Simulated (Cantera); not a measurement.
Mixture: 11.4 % CH3OH, 18.4 % O2, 69.2 % N2, 0.937 % H2, equivalence ratio 0.96, at 6680 Torr, adiabatic and at constant volume. Ignition delay is the time to a rise of 400 K.

Model: GRI-Mech 3.0 (53 species, 325 reactions), integrated in Cantera. GRI-Mech 3.0 was tuned for natural gas; its chemistry of methanol as a main component is partial and can be far from experiment.

Question: Predict: delay at 1000 K; delay at 1200 K; delay at 1400 K; delay at 1600 K; apparent activation energy between 1500 and 1700 K.

Answer: 
```
Quantity                                                 Value
--------------------------------------------------  ----------
delay at 1000 K                                        55.2 ms
delay at 1200 K                                        1.41 ms
delay at 1400 K                                        88.9 µs
delay at 1600 K                                        12.4 µs
apparent activation energy between 1500 and 1700 K  180 kJ/mol
```
